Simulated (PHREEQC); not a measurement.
Leach liquor: an equilibrium model

Solution (25 °C): 45 mmol/kgw HCl, 140 mmol/kgw Li2SO4 and 3.3 mmol/kgw MnSO4. Closed to the air; pH follows from the charge balance.

Equilibrium calculation in PHREEQC: ion-association model, phreeqc.dat.

Each row changes one thing in this solution. This is a speciation only: nothing precipitates in the calculation.

| case | pH | ionic strength (mol/kgw) | SO4-2 (mol/kgw) | HSO4- (mol/kgw) | LiSO4- (mol/kgw) |
|---|---|---|---|---|---|
| as made | 1.95 | 0.364 | 0.0876 | 0.0305 | 0.0236 |
| HCl from 0.045 to 0.009 mol/kgw | 2.71 | 0.366 | 0.107 | 0.00647 | 0.0282 |
| 0.055 mol/kgw Fe2(SO4)3 added | 2.02 | 0.481 | 0.112 | 0.0292 | 0.0267 |
| temperature from 25 to 80 °C | 2.38 | 0.352 | 0.0821 | 0.0395 | 0.0197 |
| temperature from 25 to 70 °C | 2.29 | 0.353 | 0.0828 | 0.0382 | 0.0204 |
| MnSO4 left out | 1.95 | 0.357 | 0.0862 | 0.0304 | 0.0234 |
| 0.01 mol/kgw Na2SO4 added | 1.96 | 0.387 | 0.0941 | 0.0309 | 0.0247 |
| HCl from 0.045 to 0.0225 mol/kgw | 2.29 | 0.364 | 0.0993 | 0.0158 | 0.0264 |

Some of these states are supersaturated (in Hematite (slow to form), Goethite (slow to form), for instance). Away from 25 °C the constants follow the database's enthalpies or fits; those with neither stay at their 25 °C values.
